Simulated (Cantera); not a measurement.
A perfectly stirred reactor is fed with CH3OH : O2 : N2 = 0.012 : 0.0038 : 1 (molar parts), equivalence ratio 4.7, at 1.00 bar; it is held at 1175 K, and followed from long to short residence time.

Computed with Cantera and GRI-Mech 3.0 (53 species, 325 reactions). GRI-Mech 3.0 was tuned for natural gas; its chemistry of methanol as a main component is partial and can be far from experiment.

Question: What does this change do: 0.0075 parts CH4 added?

Answer: 
```csv
quantity,before,after
x(CH3OH) at τ = 0.330 s,3.46e-5,0.000644
x(O2) at τ = 0.330 s,0.000246,0.000541
x(CH2CO) at τ = 0.330 s,7.96e-8,2.15e-6
x(HCN) at τ = 0.330 s,9.96e-9,2.64e-11
x(NO) at τ = 0.330 s,3.57e-9,3.75e-11
x(CH3OH) at τ = 13.0 ms,0.00359,0.00368
x(O2) at τ = 13.0 ms,0.00125,0.00103
x(CH2CO) at τ = 13.0 ms,1.09e-7,4.55e-7
x(HCN) at τ = 13.0 ms,4.61e-11,7.34e-11
x(NO) at τ = 13.0 ms,3.03e-11,2.55e-11
```
